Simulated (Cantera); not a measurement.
Charge: 1 mol Al(CH3)3, 26 mol H2O, 14 mol H2, at 2000 K and 1.33 mbar.

Cantera equilibrium calculation (NASA polynomials, part measured and part estimated; ideal gas, pure solids and liquids). Candidate condensed phases: Al, Al2O3, C, C6H6, C7H8, C8H18, H2O; 121 gas species. The feed counts by its element totals alone. The numbers say what is thermodynamically allowed, not how fast it happens.

Base state: H2 0.473, H2O 0.432, CO 0.0518, H 0.0306, CO2 0.0103, OH 0.00279, O 0.000132, O2 5.21e-5 (mole fractions); condensed: Al2O3(s).

Task: What changes in the equilibrium state with this change: H2 from 14 to 5.7 mol?

Result: 
| species | before | after |
|---|---|---|
| H2O | 0.432 | 0.518 |
| H2 | 0.473 | 0.375 |
| CO | 0.0518 | 0.0579 |
| CO2 | 0.0103 | 0.0174 |
| H | 0.0306 | 0.0273 |
| O2 | 5.21e-5 | 0.000119 |
| O | 0.000132 | 0.000200 |
| OH | 0.00279 | 0.00376 |
| Al2O3(s), mol | 0.500 | 0.500 |
